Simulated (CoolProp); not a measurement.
Vapour-liquid equilibrium of isohexane (1) + n-hexane (2) at 156.65 °C; x and y are mole fractions of (1).

Model: multi-fluid Helmholtz-energy mixture model, Lemmon 2006 and Thol 2019; pair parameters Bell 2016, in CoolProp.

| x | bubble pressure (kPa) | y at the bubble point | dew pressure at overall composition x (kPa) | liquid density (mol/L) |
|---|---|---|---|---|
| 0.05 | (withheld) | 0.057 | (withheld) | 5.926 |
| 0.2 | (withheld) | 0.223 | 887.7 | 5.905 |
| 0.35 | 917.7 | 0.382 | 912.4 | 5.885 |
| 0.5 | 943.3 | 0.533 | 937.7 | 5.865 |
| 0.65 | 968.0 | 0.678 | 963.3 | 5.846 |
| 0.8 | 991.8 | 0.818 | 988.8 | 5.827 |
| 0.95 | 1014 | 0.955 | 1014 | 5.810 |

Q: What belongs in the gaps?

A: 
- 0.05, bubble pressure (kPa): 864.9
- 0.05, dew pressure at overall composition x (kPa): 863.8
- 0.2, bubble pressure (kPa): 891.5

No azeotrope shows between x = 0.05 and 0.95.

Pair parameters are fitted to limited data, so mixtures are less certain than the pure fluids.
